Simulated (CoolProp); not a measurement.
Vapour-liquid equilibrium of R114 (1) + R113 (2) at 316.4 K; x and y are mole fractions of (1).

Computed with CoolProp (multi-fluid Helmholtz-energy mixture model, Platzer 1990 and Marx 1992; pair parameters Bell 2016). This equation is an older, rougher fit; its heat capacities, sound speeds and derivatives of the liquid may be far off and weren't checked against measurements.

Question: Give the bubble pressure and the first vapour's composition at x = 0.5, 0.65, 0.8. Is there an azeotrope?

Answer: x = 0.5: 227.6 kPa, y = 0.794; x = 0.65: 270.1 kPa, y = 0.875; x = 0.8: 312.7 kPa, y = 0.936. No azeotrope shows between x = 0.05 and 0.95.

The pair parameters rest on a limited set of measurements; away from them the model extrapolates.
